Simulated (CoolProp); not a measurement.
Vapour-liquid equilibrium of propane (1) + cyclohexane (2) at 35.05 °C; x and y are mole fractions of (1).

The numbers come from the multi-fluid Helmholtz-energy mixture model, Lemmon 2009 and Zhou 2014; pair parameters Bell 2016 in CoolProp.

```
x     bubble pressure, mixture model (bar)  bubble pressure, Raoult's law (bar)  y, mixture model  y, Raoult's law
----  ------------------------------------  -----------------------------------  ----------------  ---------------
0.05                                     …                               0.8009             0.778            0.761
0.2                                  2.884                                2.600             0.937            0.938
0.35                                 4.730                                4.398             0.965            0.970
0.5                                      …                                6.197                 …            0.984
0.65                                     …                                7.996             0.985            0.991
0.8                                  9.626                                9.795             0.991            0.996
0.95                                 11.46                                11.59             0.997            0.999
```

Question: Fill in the missing entries.

Answer: 
- 0.05, bubble pressure, mixture model (bar): 0.8895
- 0.5, bubble pressure, mixture model (bar): 6.423
- 0.5, y, mixture model: 0.977
- 0.65, bubble pressure, mixture model (bar): 8.017

The largest gap from Raoult's law is +11.1 % in bubble pressure, at x = 0.05. No azeotrope shows between x = 0.05 and 0.95.

Pair parameters are fitted to limited data, so mixtures are less certain than the pure fluids. The gap from Raoult's law changes sign with composition, which may be real or a fault of the pair parameters; it wasn't checked against measurements.
